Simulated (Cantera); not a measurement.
Charge: 1 mol Cu, 0.015 mol CO₂, 0.41 mol CO, at 1727 °C and 0.000950 bar.

Cantera equilibrium calculation (NASA polynomials, part measured and part estimated; ideal gas, pure solids and liquids). Candidate condensed phases: C, Cu, CuO, Cu₂O; 15 gas species. The numbers say what is thermodynamically allowed, not how fast it happens.

Base state: Cu 0.701, CO 0.288, CO₂ 0.0105, Cu₂ 0.000448, O 3.39e-5 (mole fractions); condensed: gas only.

Q: What changes in the equilibrium state with this change: pressure from 0.000950 bar to 0.0133 bar?

A: 
```csv
species,before,after
CO,0.288,0.652
Cu,0.701,0.323
CO₂,0.0105,0.0238
O,3.39e-5,2.43e-6
Cu₂,0.000448,0.00133
"Cu(l), mol",0,0.795
```

Q: What changes in the equilibrium state with this change: 0.0092 mol H₂O added?

A: 
```csv
species,before,after
Cu,0.701,0.695
CO,0.288,0.280
CO₂,0.0105,0.0157
H₂,0,0.00377
H,0,0.00324
H₂O,0,0.000971
OH,0,8.33e-5
```
Further candidate phases: C₆H₆, C₇H₈, C₈H₁₈, Cu(OH)₂, H₂O.
